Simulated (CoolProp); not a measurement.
Values from CoolProp's reference Helmholtz-energy equation of state, Thol 2019.

**Question.** For dodecamethylpentasiloxane (MD3M), give the phase and the density (kg/m³), cp (kJ/(kg K)), expansivity (1/kK), fugacity coefficient at 620 K and 0.66 MPa; 620 K and 0.881 MPa; 620 K and 1.32 MPa.

**Answer.** 
- 620 K and 0.66 MPa: gas; density 75.4, cp 2.33, expansivity 8.03, fugacity coefficient 0.742
- 620 K and 0.881 MPa: liquid; density 414, cp 3.09, expansivity 20.2, fugacity coefficient 0.644
- 620 K and 1.32 MPa: liquid; density 466, cp 2.54, expansivity 6.48, fugacity coefficient 0.463
